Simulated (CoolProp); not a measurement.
Isohexane at 293.15 K and 3.57 MPa is throttled through a valve to 1.58 MPa with no heat exchange. Each further row changes one setting.

Model: reference Helmholtz-energy equation of state, Lemmon 2006, in CoolProp. It is a short technical equation, of lower accuracy than the large ones.

| case | temperature change (K) | final density (kg/m³) |
|---|---|---|
| as stated | +0.8 | 654 |
| outlet pressure 0.474 MPa | +1.3 | 652 |
| outlet pressure 2.05 MPa | +0.6 | 655 |
